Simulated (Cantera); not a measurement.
# Silicon oxide and oxynitride deposition: HMDSO + O2 + H2

Charge: 1 mol HMDSO, 0.68 mol O2, 1.6 mol H2, equilibrated at 1330 Pa.

These are equilibrium values from Cantera (NASA tables, ideal gas, pure condensed phases), not measurements of a reactor. Candidate condensed phases: C, C6H6, C7H8, C8H18, H2O, Si, SiC, SiO2; 123 gas species. The feed counts by its element totals alone. Mutual solubility and eutectic melting of coexisting phases are not modelled. The tables hold silica as quartz up to 1696 K and as liquid above; real silica turns to tridymite and cristobalite and melts near 1996 K. Equilibrium is a limit: real reactors are often held back by kinetics, nucleation or transport.

From 875 K to 1275 K the condensed part is C(graphite) + SiC(s) + SiO2(β-quartz).

| T (K) | log p H2 | log p CO | log p CH4 | log p SiO | log p H | n C(graphite) | n SiC(s) | n SiO2(β-quartz) |
|---|---|---|---|---|---|---|---|---|
| 875 | -1.88 | -9.18 | -4.12 | -13.86 | -11.24 | 5.12 | 0.820 | 1.18 |
| 925 | -1.88 | -8.19 | -4.40 | -12.62 | -10.52 | 5.15 | 0.820 | 1.18 |
| 975 | -1.88 | -7.31 | -4.65 | -11.50 | -9.88 | 5.16 | 0.820 | 1.18 |
| 1025 | -1.88 | -6.52 | -4.88 | -10.50 | -9.30 | 5.17 | 0.820 | 1.18 |
| 1075 | -1.88 | -5.80 | -5.10 | -9.59 | -8.77 | 5.17 | 0.821 | 1.18 |
| 1125 | -1.88 | -5.14 | -5.29 | -8.77 | -8.29 | 5.17 | 0.823 | 1.18 |
| 1175 | -1.88 | -4.54 | -5.47 | -8.01 | -7.85 | 5.14 | 0.831 | 1.17 |
| 1225 | -1.88 | -4.00 | -5.64 | -7.32 | -7.45 | 5.06 | 0.860 | 1.14 |
| 1275 | -1.89 | -3.49 | -5.80 | -6.68 | -7.08 | 4.78 | 0.951 | 1.05 |
log p: log10 of the partial pressure in bar; n: condensed amount in mol.
